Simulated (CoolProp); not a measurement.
Vapour pressure (kPa) of C3F8 (R218): the reference equation beside estimates from Tc = 71.9 °C, pc = 2640 kPa, ω = 0.317. Clausius-Clapeyron is anchored at 5.05 °C with a constant enthalpy of vaporisation of 16.42 kJ/mol.

Computed with CoolProp (reference Helmholtz-energy equation of state, Lemmon 2006). It is a short technical equation, of lower accuracy than the large ones.

```
T (°C)  reference  Clausius-Clapeyron  Peng-Robinson
------  ---------  ------------------  -------------
-15.85      239.0               273.5              ?
-11.65      278.6               309.4              ?
-7.45       323.0               348.6          321.6
-3.25       372.4               391.3          371.1
0.95        427.4                   ?          426.2
5.05        486.8               486.8          485.7
9.25        553.7               541.0          553.0
13.45       627.3               599.3          627.2
17.65       708.0               662.0          708.7
21.85       796.1               729.2          797.9
26.05       892.3                   ?          895.3
30.15       994.2               875.8          998.8
34.35           ?               957.3           1114
```

Problem. Fill in the missing entries.

Solution. 
- -15.85, Peng-Robinson: 237.9
- -11.65, Peng-Robinson: 277.4
- 0.95, Clausius-Clapeyron: 437.7
- 26.05, Clausius-Clapeyron: 801.1
- 34.35, reference: 1107

Absolute difference from the reference over all 13 rows, mean and median: Clausius-Clapeyron 7.6 and 7.9 %, Peng-Robinson 0.3 and 0.3 %.
